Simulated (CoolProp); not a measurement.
Model: reference Helmholtz-energy equation of state, Akasaka 2020, in CoolProp.

Give the vapour pressure (kPa), enthalpy of vaporisation (kJ/kg), liquid cp (kJ/(kg K)) of saturated R1123 at -9.15, 10.75, 37.25 °C.


```json
[
 {"T (°C)": "-9.15", "p (kPa)": "822", "enthalpy of vaporisation (kJ/kg)": "182", "liquid cp (kJ/(kg K))": "1.44"},
 {"T (°C)": "10.75", "p (kPa)": "1470", "enthalpy of vaporisation (kJ/kg)": "159", "liquid cp (kJ/(kg K))": "1.57"},
 {"T (°C)": "37.25", "p (kPa)": "2840", "enthalpy of vaporisation (kJ/kg)": "116", "liquid cp (kJ/(kg K))": "2.05"}
]
```
